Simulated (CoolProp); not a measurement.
Properties of chloromethane (R40) along the isotherm 278.2 K (Tc = 418.6 K, pc = 6929 kPa, ω = 0.150).

Values from CoolProp's reference Helmholtz-energy equation of state, Thol 2014.

| p (kPa) | phase | cv (kJ/(kg K)) | Joule-Thomson coefficient (K/MPa) | isothermal compressibility (1/MPa) | expansivity (1/kK) |
|---|---|---|---|---|---|
| 11 | gas | 0.6167 | 46.83 | 91.13 | 3.626 |
| 16.5 | gas | 0.6180 | 46.87 | 60.83 | 3.642 |
| 24.9 | gas | 0.6199 | 46.95 | 40.38 | 3.667 |
| 37.6 | gas | 0.6229 | 47.05 | 26.82 | 3.706 |
| 56.7 | gas | ___ | 47.20 | 17.86 | 3.765 |
| 85.6 | gas | ___ | 47.41 | 11.91 | 3.860 |
| 129 | gas | 0.6476 | 47.68 | 7.991 | 4.012 |
| 195 | gas | 0.6691 | 47.99 | ___ | 4.271 |
| 294 | gas | 0.7081 | 48.26 | ___ | 4.736 |
| 443 | liquid | 0.9929 | -0.2921 | 0.001963 | 2.005 |
| 669 | liquid | 0.9926 | -0.2932 | 0.001953 | 1.999 |
| 1010 | liquid | 0.9921 | ___ | 0.001939 | 1.991 |
| 1520 | liquid | 0.9914 | -0.2972 | ___ | 1.979 |
| 2300 | liquid | 0.9904 | -0.3008 | ___ | 1.960 |
| 3460 | liquid | 0.9889 | -0.3059 | 0.001843 | 1.934 |

Task: Some entries are withheld; supply them.

Result: 
- 56.7, cv (kJ/(kg K)): 0.6276
- 85.6, cv (kJ/(kg K)): 0.6352
- 195, isothermal compressibility (1/MPa): 5.381
- 294, isothermal compressibility (1/MPa): 3.677
- 1010, Joule-Thomson coefficient (K/MPa): -0.2948
- 1520, isothermal compressibility (1/MPa): 0.001918
- 2300, isothermal compressibility (1/MPa): 0.001887
